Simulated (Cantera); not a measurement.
An isothermal, constant-pressure homogeneous reactor starts with 10.0 % H₂, 33.3 % O₂, 56.7 % N₂, equivalence ratio 0.15, at 1275 K and 100000 Pa.

Model: the H2/O2 subset of GRI-Mech 3.0, which has no nitrogen chemistry, integrated in Cantera. The temperature is held fixed by assumption; the heat of reaction is taken as removed at once.

One state of this run: x H₂ = 1.07e-8; x O₂ = 0.298; x HO₂ = 3.93e-8; x O = 6.14e-8; x H₂O₂ = 2.59e-9; x H = 7.68e-11. x: mole fraction; the columns are a selection and need not sum to one.

Which value of t (s) does it belong to?
A) 0.0387
B) 0.0117
C) 0.00108
D) 4.59

D, 4.59
